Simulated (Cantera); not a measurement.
An adiabatic, constant-pressure homogeneous reactor starts with CH₄ : O₂ : N₂ : H₂ = 1 : 1.67 : 5.67 : 0.54 (molar parts), at 1500 K and 1.48 atm.

Model: GRI-Mech 3.0 (53 species, 325 reactions), integrated in Cantera.

One state of this run: T (K) = 2825; x CH₄ = <1e-12; x O₂ = 0.00329; x H₂ = 0.0643; x OH = 0.0156; x CH₂ = <1e-12; x H₂O₂ = 1.72e-7. x: mole fraction; the columns are a selection and need not sum to one.

Task: Which value of t (s) does it belong to?
A. 1.48e-5
B. 2.45e-6
C. 0.700
D. 6.02e-6

Result: C, 0.700
